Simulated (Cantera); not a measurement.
Cantera with NASA thermochemical tables; ideal gases at 1 bar, condensed phases pure. Values are per mole of reaction as written; species without (g) are pure solids or liquids, kept so even where they would boil at 1 bar. VN: taken at fixed stoichiometry.

2 N(g) + 5 V2O4 ⇌ 4 V2O5 + 2 VN, with ΔH° = -446.2 kJ and ΔS° = -227.5 J/K at 300 K.

How far is the shortcut ΔG° ≈ ΔH°(300 K) − T·ΔS°(300 K) from the full temperature-dependent value at 1300, 1375, 1450, 1525, 1600, 1675, 1750 K?


```json
[
 {"T (K)": "1300", "shortcut (kJ)": "-150.4", "full (kJ)": "-106.4", "difference (kJ)": "-44.0", "difference in log10 K": "1.77", "condensed phases": "V2O4(s), V2O5(l), VN(s)"},
 {"T (K)": "1375", "shortcut (kJ)": "-133.4", "full (kJ)": "-98.9", "difference (kJ)": "-34.5", "difference in log10 K": "1.31", "condensed phases": "V2O4(s), V2O5(l), VN(s)"},
 {"T (K)": "1450", "shortcut (kJ)": "-116.3", "full (kJ)": "-91.3", "difference (kJ)": "-25.0", "difference in log10 K": "0.90", "condensed phases": "V2O4(s), V2O5(l), VN(s)"},
 {"T (K)": "1525", "shortcut (kJ)": "-99.2", "full (kJ)": "-83.6", "difference (kJ)": "-15.6", "difference in log10 K": "0.53", "condensed phases": "V2O4(s), V2O5(l), VN(s)"},
 {"T (K)": "1600", "shortcut (kJ)": "-82.2", "full (kJ)": "-75.9", "difference (kJ)": "-6.3", "difference in log10 K": "0.20", "condensed phases": "V2O4(s), V2O5(l), VN(s)"},
 {"T (K)": "1675", "shortcut (kJ)": "-65.1", "full (kJ)": "-68.1", "difference (kJ)": "3.0", "difference in log10 K": "-0.09", "condensed phases": "V2O4(s), V2O5(l), VN(s)"},
 {"T (K)": "1750", "shortcut (kJ)": "-48.1", "full (kJ)": "-60.2", "difference (kJ)": "12.1", "difference in log10 K": "-0.36", "condensed phases": "V2O4(s), V2O5(l), VN(s)"}
]
```
The shortcut ignores heat capacities and the phase changes listed.
